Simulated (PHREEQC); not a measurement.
Dissolve 0.12 mol/kgw MgCl2 and 0.00086 mol/kgw NaHCO3 at 20 °C. Closed to the air; pH follows from the charge balance.

All values are PHREEQC results (ion-association model, phreeqc.dat), not measurements.

Each row changes one thing in this solution. Precipitation was switched off in this run.

| case | pH | ionic strength (mol/kgw) |
|---|---|---|
| as made | 7.55 | 0.360 |
| MgCl2 from 0.12 to 0.132 mol/kgw | ? | 0.396 |
| NaHCO3 left out | 6.51 | 0.360 |
| NaHCO3 replaced by NaBr at the same molality | 6.51 | 0.361 |
| diluted 2-fold with water | 7.65 | ? |
| MgCl2 left out | ? | 0.000868 |

Task: Some entries are withheld; supply them.

Result: 
- MgCl2 from 0.12 to 0.132 mol/kgw, pH: 7.54
- diluted 2-fold with water, ionic strength (mol/kgw): 0.180
- MgCl2 left out, pH: 8.31
